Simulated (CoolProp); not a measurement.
A Linde-Hampson liquefier for normal hydrogen: isothermal reversible compression at 250 K from 1 atm to 30 MPa, throttling to 1 atm, return gas leaving the recuperator 10 K below the feed. Each further row changes one setting.

Computed with CoolProp (reference Helmholtz-energy equation of state, Leachman 2009).

```
case                        compression work (kJ/kg of gas)
--------------------------  -------------------------------
as stated                                              6080
high pressure 60 MPa                                   7020
warm-end temperature 280 K                             6790
warm-end gap 15 K                                      6080
```
